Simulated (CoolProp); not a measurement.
Vapour-liquid equilibrium of R134a (1) + R123 (2) at 309.6 K; x and y are mole fractions of (1).

Values from CoolProp's multi-fluid Helmholtz-energy mixture model, Tillner-Roth 1994 and Younglove 1994; pair parameters Bell 2016.

| x | bubble pressure, mixture model (MPa) | bubble pressure, Raoult's law (MPa) | y, mixture model | y, Raoult's law |
|---|---|---|---|---|
| 0.05 | 0.1851 | 0.1765 | 0.282 | 0.262 |
| 0.15 | 0.2786 | 0.2551 | 0.556 | 0.543 |
| 0.25 | 0.3673 | 0.3337 | 0.690 | 0.692 |
| 0.35 | 0.4502 | 0.4123 | 0.770 | 0.784 |
| 0.45 | 0.5275 | 0.4909 | 0.824 | 0.846 |
| 0.55 | 0.6002 | 0.5695 | 0.865 | 0.892 |
| 0.65 | 0.6698 | 0.6481 | 0.898 | 0.926 |
| 0.75 | 0.7387 | 0.7267 | 0.927 | 0.953 |
| 0.85 | 0.8090 | 0.8053 | 0.956 | 0.974 |
| 0.95 | 0.8836 | 0.8839 | 0.985 | 0.992 |

The largest gap from Raoult's law is +10.1 % in bubble pressure, at x = 0.25. No azeotrope shows between x = 0.05 and 0.95.

Pair parameters are fitted to limited data, so mixtures are less certain than the pure fluids.
